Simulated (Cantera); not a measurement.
**Adiabatic ignition**

An adiabatic, constant-volume homogeneous reactor starts with 5.33 % CH₄, 0.479 % H₂, 18.5 % O₂, 69.3 % N₂, 4.74 % H₂O, 1.70 % CO₂, equivalence ratio 0.59, at 1750 K and 100000 Pa.

Model: GRI-Mech 3.0 (53 species, 325 reactions), integrated in Cantera.

```tsv
t (s)	T (K)	P (bar)	x CH₄	x H₂	x O₂	x CH₃	x H₂O₂	x H	x CH₂
5.00e-6	1750	1.000	0.0533	0.00480	0.185	2.27e-5	6.62e-8	5.36e-7	1.67e-10
1.40e-5	1750	1.000	0.0532	0.00480	0.185	8.11e-5	1.71e-7	8.89e-7	1.36e-9
3.89e-5	1750	1.000	0.0528	0.00482	0.185	0.000371	3.87e-7	3.13e-6	2.41e-8
0.000109	1874	1.08	0.0329	0.0118	0.167	0.00402	9.36e-6	0.000368	1.48e-5
0.000303	2713	1.58	<1e-12	0.00622	0.0761	<1e-12	5.04e-7	0.00385	<1e-12
0.000847	2711	1.58	<1e-12	0.00614	0.0742	<1e-12	5.01e-7	0.00372	<1e-12
0.00236	2702	1.58	<1e-12	0.00608	0.0711	<1e-12	4.84e-7	0.00358	<1e-12
0.00659	2696	1.57	<1e-12	0.00604	0.0691	<1e-12	4.73e-7	0.00350	<1e-12
0.0184	2696	1.57	<1e-12	0.00604	0.0689	<1e-12	4.72e-7	0.00349	<1e-12
0.0514	2696	1.57	<1e-12	0.00604	0.0689	<1e-12	4.72e-7	0.00349	<1e-12
0.143	2696	1.57	<1e-12	0.00604	0.0689	<1e-12	4.72e-7	0.00349	<1e-12
0.400	2696	1.57	<1e-12	0.00604	0.0689	<1e-12	4.72e-7	0.00349	<1e-12
```
x: mole fraction; the columns are a selection and need not sum to one.

```yaml
time_of_steepest_temperature_rise: 0.118 ms
temperature at 0.400 s: 2696 K
equilibrium_temperature: 2696 K
x(CH₄) at 0.400 s: <1e-12 (gas-phase equilibrium <1e-12)
x(H₂) at 0.400 s: 0.00604 (gas-phase equilibrium 0.00604)
x(O₂) at 0.400 s: 0.0689 (gas-phase equilibrium 0.0689)
```
